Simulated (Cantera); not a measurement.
Input (Python, Cantera):

```python
import numpy as np
import cantera as ct

gas = ct.Solution("gri30.yaml")
gas.TPX = 550, 940000, {'CH4': 1, 'O2': 2.82, 'N2': 11}
flame = ct.FreeFlame(gas, width=0.0083)
flame.set_refine_criteria(ratio=3, slope=0.08, curve=0.16)
flame.transport_model = "mixture-averaged"
flame.solve(loglevel=0, auto=True)
z, T = flame.grid, flame.T
thick = (T[-1] - T[0]) / np.gradient(T, z).max()
show = ['CH4', 'O2', 'NO', 'HCN', 'CH2', 'H2O2']
print(f"laminar burning velocity  {flame.velocity[0] * 100:.3f} cm/s")
print(f"burnt temperature         {T[-1]:.1f} K")
print(f"thermal thickness         {thick * 1e3:.4f} mm")
print(f"grid points               {len(z)}")
z0 = z[flame.heat_release_rate.argmax()]
print(f"{'z/mm':>9s}{'T/K':>9s}{'u/(m/s)':>9s}" + "".join(f"{s:>11s}" for s in show))
rows = []
for k in (-3, -2, -1.5, -1, -0.5, -0.25, 0, 0.25, 0.5, 1, 2, 4, 8):
    zz = z0 + k * thick
    rows.append([k * thick, np.interp(zz, z, T), np.interp(zz, z, flame.velocity),
                 *(np.interp(zz, z, flame.X[gas.species_index(s)]) for s in show)])
    print(f"{rows[-1][0] * 1e3:9.3f}{rows[-1][1]:9.1f}{rows[-1][2]:9.3f}" + "".join(f"{x:11.3e}" for x in rows[-1][3:]))
```

Output:

```
laminar burning velocity  22.869 cm/s
burnt temperature         2010.2 K
thermal thickness         0.1153 mm
grid points               139
     z/mm      T/K  u/(m/s)        CH4         O2         NO        HCN        CH2       H2O2
   -0.346    551.8    0.230  6.732e-02  1.901e-01  3.036e-10  5.527e-11  2.509e-19  1.797e-07
   -0.231    564.4    0.235  6.649e-02  1.891e-01  3.009e-09  6.911e-10  1.568e-16  1.632e-06
   -0.173    599.5    0.250  6.438e-02  1.864e-01  1.364e-08  3.172e-09  7.581e-15  5.930e-06
   -0.115    721.9    0.302  5.744e-02  1.765e-01  8.699e-08  1.514e-08  6.645e-13  2.117e-05
   -0.058   1111.3    0.468  3.604e-02  1.414e-01  9.118e-07  7.137e-08  1.810e-09  5.294e-05
   -0.029   1445.1    0.609  1.779e-02  1.086e-01  2.413e-06  1.349e-07  2.443e-07  2.143e-05
    0.000   1771.7    0.746  2.510e-03  7.462e-02  4.486e-06  2.079e-07  5.909e-06  2.887e-06
    0.029   1906.0    0.798  4.552e-05  6.111e-02  6.479e-06  9.784e-08  5.658e-07  9.992e-07
    0.058   1955.7    0.817  6.446e-07  5.784e-02  7.724e-06  2.630e-08  9.711e-09  6.895e-07
    0.115   1991.7    0.830  6.127e-10  5.617e-02  8.955e-06  3.481e-09  8.690e-12  3.942e-07
    0.231   2006.9    0.835  1.512e-13  5.569e-02  9.976e-06  2.969e-10  4.522e-14  2.268e-07
    0.461   2010.1    0.837  5.317e-14  5.562e-02  1.116e-05  2.957e-11  1.492e-14  1.895e-07
    0.923   2010.3    0.837  2.389e-14  5.561e-02  1.333e-05  8.810e-12  6.540e-15  1.872e-07
```

Cantera simulation using GRI-Mech 3.0 (53 species, 325 reactions); the numbers are that mechanism's predictions, not measurements. Burning velocities carry a grid error of a few per cent, more on coarse grids.
